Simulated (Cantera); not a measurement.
A closed system holds: 1 mol SiH₂Cl₂, 0.042 mol HCl, 7.7 mol H₂, equilibrated at 952 °C and 0.160 bar.

Method: chemical equilibrium by Gibbs-energy minimisation in Cantera with the NASA 1993 tables (ideal gas, pure condensed phases). Candidate condensed phases: Si; 19 gas species. The tables' values for SiCl₃ are old estimates; treat these amounts as uncertain. Kinetics and transport are ignored.

Base state: H₂ 0.893, HCl 0.0587, SiCl₄ 0.0226, SiHCl₃ 0.0107, SiCl₂ 0.00943, SiCl₃ 0.00520, SiH₂Cl₂ 0.000679, SiH₃Cl 1.18e-5 (mole fractions); condensed: Si(s).

**Question.** What changes in the equilibrium state with this change: HCl from 0.042 to 1.8 mol?

**Answer.** 
```json
[
 {"species": "H₂", "before": "0.893", "after": "0.847"},
 {"species": "HCl", "before": "0.0587", "after": "0.0678"},
 {"species": "SiCl₄", "before": "0.0226", "after": "0.0446"},
 {"species": "SiHCl₃", "before": "0.0107", "after": "0.0174"},
 {"species": "SiCl₂", "before": "0.00943", "after": "0.0132"},
 {"species": "SiCl₃", "before": "0.00520", "after": "0.00864"},
 {"species": "SiH₂Cl₂", "before": "0.000679", "after": "0.000905"},
 {"species": "Si(s), mol", "before": "0.543", "after": "0.0863"}
]
```
